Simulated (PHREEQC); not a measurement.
A PHREEQC input (ion-association model, wateq4f.dat):

```
SOLUTION 1
  temp 20
  units mg/L
  pH 5.72
  pe 11
  Na 4.37
  K 0.00345
  Ca 2.39
  Mg 3.89
  Cl 3.16
  S(6) 11.9 as SO4
  Alkalinity 16.7 as HCO3 charge
  F 0.277
END
USE solution 1
EQUILIBRIUM_PHASES 1
  Quartz 0 0.5
  CO2(g) -2.5 10
END
```

It stops with these messages:

```
ERROR: Alkalinity cannot be used with charge balance or solution phase boundary constraints.
ERROR: Program terminating due to input errors.
```

The fault: charge balance asked on alkalinity. The line should read `as HCO3` where the input has `as HCO3 charge`. With the mend the run ends at pH 6.71 and ionic strength 0.000954 mol/kgw.
